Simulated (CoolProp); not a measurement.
The numbers come from the reference Helmholtz-energy equation of state, Lemmon 2006 in CoolProp. It is a short technical equation, of lower accuracy than the large ones.

**Question.** Give the vapour pressure (bar), liquid density (kg/m³), vapour density (kg/m³), liquid cp (kJ/(kg K)) of saturated carbonyl sulfide at 43.45, 52.85, 66.85 °C.

**Answer.** 
```tsv
T (°C)	p (bar)	liquid density (kg/m³)	vapour density (kg/m³)	liquid cp (kJ/(kg K))
43.45	19.7	933	58.0	1.48
52.85	24.1	900	72.1	1.56
66.85	31.9	845	99.7	1.75
```
